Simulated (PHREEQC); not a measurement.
Make-up at 20 °C: 0.0084 mol HF and 0.011 mol (NH4)2SiF6 per kg of water. Closed to the air; pH follows from the charge balance.

Model: ion-association model, wateq4f.dat, run in PHREEQC.

Precipitation was switched off in this run.

**Question.** Estimate the pH.

**Answer.** pH 2.67.

**Question.** In which forms is F present?

**Answer.** SiF6-2 89 %, HF 7.7 %, F- 3.2 % of the F.

SiF6-2 is the database's only silicon fluoride.
